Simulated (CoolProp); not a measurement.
A single-stage vapour-compression cycle with R245ca: evaporating at 266.15 K (dew point), condensing at 312.15 K (bubble point), superheat 8 K, subcooling 0 K, compressor efficiency 0.65, no pressure losses. Each further row changes one setting.

The numbers come from the reference Helmholtz-energy equation of state, Zhou 2016 in CoolProp.

| case | cooling COP | pressure ratio | discharge temperature (K) | refrigerating effect (kJ/kg) | volumetric capacity (kJ/m³) |
|---|---|---|---|---|---|
| as stated | 3.13 | 6.95 | 335.4 | 166 | 238 |
| evaporating temperature 271.15 K | 3.66 | 5.41 | 332.9 | 170 | 308 |
| condensing temperature 307.15 K | 3.60 | 5.82 | 329.8 | 173 | 248 |
| subcooling 5 K | 3.26 | 6.95 | 335.4 | 173 | 248 |
| superheat 18 K | 3.17 | 6.95 | 345.9 | 174 | 241 |
| compressor efficiency 0.55 | 2.65 | 6.95 | 345.1 | 166 | 238 |
